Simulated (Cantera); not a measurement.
A perfectly stirred reactor is fed with CO : H2 : O2 : N2 = 1 : 0.16 : 0.483 : 1.82 (molar parts), equivalence ratio 1.2, at 3.65 atm; it is adiabatic with a 375 K inlet, and is followed from long to short residence time, starting on the burning branch (τ in s: 0.043, 0.018, 0.0076, 0.0032, 0.0014, 0.00058, 0.00024, 0.0001, 4.4e-05, 1.8e-05, 7.8e-06, 3.3e-06).

Computed with Cantera and GRI-Mech 3.0 (53 species, 325 reactions). The hydrogen kinetics of GRI-Mech 3.0 are dated; newer H2 mechanisms differ, most at raised pressure.

**Question.** What does this change do: 0.12 parts CO2 added?

**Answer.** 
```csv
quantity,before,after
"blow-out, bracketed by the residence times tried","burning at 44.0 µs, out at 18.0 µs","burning at 44.0 µs, out at 18.0 µs"
x(CO) at τ = 43.0 ms,0.0756,0.0704
x(H2) at τ = 43.0 ms,0.00236,0.00198
x(O2) at τ = 43.0 ms,0.00464,0.00366
x(H) at τ = 43.0 ms,0.000673,0.000488
x(NO) at τ = 43.0 ms,0.00247,0.00167
x(CO) at τ = 0.240 ms,0.116,0.113
x(H2) at τ = 0.240 ms,0.00435,0.00388
x(O2) at τ = 0.240 ms,0.0257,0.0257
x(H) at τ = 0.240 ms,0.00547,0.00487
x(NO) at τ = 0.240 ms,0.000199,0.000131
```

**Question.** What does this change do: inlet temperature 375 to 650 K?

**Answer.** 
```
quantity                                                                      before                               after
------------------------------------------------  ----------------------------------  ----------------------------------
blow-out, bracketed by the residence times tried  burning at 44.0 µs, out at 18.0 µs  burning at 18.0 µs, out at 7.80 µs
x(CO) at τ = 43.0 ms                                                          0.0756                              0.0867
x(H2) at τ = 43.0 ms                                                         0.00236                             0.00261
x(O2) at τ = 43.0 ms                                                         0.00464                             0.00886
x(H) at τ = 43.0 ms                                                         0.000673                             0.00107
x(NO) at τ = 43.0 ms                                                         0.00247                             0.00458
x(CO) at τ = 0.240 ms                                                          0.116                               0.123
x(H2) at τ = 0.240 ms                                                        0.00435                             0.00436
x(O2) at τ = 0.240 ms                                                         0.0257                              0.0284
x(H) at τ = 0.240 ms                                                         0.00547                             0.00548
x(NO) at τ = 0.240 ms                                                       0.000199                            0.000386
```
